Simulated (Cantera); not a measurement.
Premixed flame

A freely propagating, adiabatic, planar premixed flame of CH₄ : CO : O₂ : N₂ = 1 : 0.21 : 1.91 : 8.23 (molar parts), equivalence ratio 1.1, unburnt at 500 K and 37000 Pa; mixture-averaged transport, grid criteria slope 0.08 and curve 0.16, no radiation.

Computed with Cantera and GRI-Mech 3.0 (53 species, 325 reactions). Burning velocities carry a grid error of a few per cent, more on coarse grids.

```csv
z (mm),T (K),u (m/s),x CH₄,x CO,x O₂,x CH₂O,x OH,x CH₂
-2.75,500,1.02,0.0880,0.0185,0.168,2.62e-8,<1e-8,<1e-8
-1.83,501,1.02,0.0878,0.0185,0.168,4.91e-7,<1e-8,<1e-8
-1.37,505,1.03,0.0873,0.0185,0.167,3.97e-6,2.16e-8,<1e-8
-0.915,547,1.12,0.0844,0.0192,0.164,5.11e-5,1.97e-6,<1e-8
-0.458,898,1.87,0.0630,0.0293,0.138,0.000437,4.51e-5,3.46e-7
-0.229,1293,2.72,0.0358,0.0453,0.101,0.000824,0.000346,1.00e-5
0,1666,3.54,0.00929,0.0622,0.0562,0.000633,0.00203,5.16e-5
0.229,1823,3.87,0.000830,0.0620,0.0288,0.000120,0.00520,1.67e-5
0.458,1860,3.94,3.76e-5,0.0535,0.0186,6.79e-6,0.00696,1.01e-6
0.915,1890,3.98,7.74e-8,0.0434,0.0136,1.50e-8,0.00761,<1e-8
1.83,1927,4.04,<1e-8,0.0386,0.0116,<1e-8,0.00759,<1e-8
3.66,1976,4.13,<1e-8,0.0369,0.00999,<1e-8,0.00730,<1e-8
7.32,2036,4.24,<1e-8,0.0354,0.00803,<1e-8,0.00668,<1e-8
```
x: mole fraction of selected species; z is measured from the peak of heat release.

laminar burning velocity: 101 cm/s
thermal thickness: 0.915 mm
peak x(CH₂O): 0.000864
peak x(OH): 0.00764
peak x(CH₂): 5.20e-5
grid points: 154
